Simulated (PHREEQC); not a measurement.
A solution holds 0.0058 mol H2SeO3, 0.0004 mol H3PO4 and 0.011 mol CaCl2 per kg of water, at 4.3 °C. Closed to the air; pH follows from the charge balance.

Equilibrium calculation in PHREEQC: ion-association model, wateq4f.dat.

Each row changes one thing in this solution. Precipitation was switched off in this run.

```csv
case,pH,H2SeO3 (mol/kgw),HSeO3- (mol/kgw),SeO3-2 (mol/kgw),SI of Portlandite (Ca(OH)2)
as made,2.59,0.00318,0.00262,5.36e-9,-21.56
H2SeO3 from 0.0058 to 0.00058 mol/kgw,3.15,0.000146,0.000434,3.18e-9,-20.43
temperature from 4.3 to 5 °C,2.59,0.00317,0.00263,5.36e-9,-21.49
CaCl2 from 0.011 to 0.0121 mol/kgw,2.59,0.00317,0.00263,5.47e-9,-21.52
0.0038 mol/kgw FeCl3 added,2.50,0.00342,0.00238,4.31e-9,-21.78
H3PO4 from 0.0004 to 0.0002 mol/kgw,2.61,0.00312,0.00268,5.68e-9,-21.52
H3PO4 left out,2.62,0.00307,0.00273,6.02e-9,-21.49
```

Some of these states are supersaturated (in Strengite, Hematite (slow to form), for instance). H3PO4, which wateq4f.dat lacks, is added to it with the constant of phreeqc.dat. At this temperature some constants are extrapolated from 25 °C, and those without enthalpy data are left unchanged.
